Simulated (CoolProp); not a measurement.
Vapour-liquid equilibrium of m-xylene (1) + o-xylene (2) at 0.627 MPa; x and y are mole fractions of (1).

Computed with CoolProp (multi-fluid Helmholtz-energy mixture model, Zhou 2012 and Zhou 2012; pair parameters Bell 2016).

Question: Give the bubble temperature and the first vapour's composition at x = 0.05, 0.2, 0.35. Is there an azeotrope?

Answer: x = 0.05: 502.3 K, y = 0.054; x = 0.2: 501.4 K, y = 0.215; x = 0.35: 500.3 K, y = 0.373. No azeotrope shows between x = 0.05 and 0.95.

Pair parameters are fitted to limited data, so mixtures are less certain than the pure fluids.
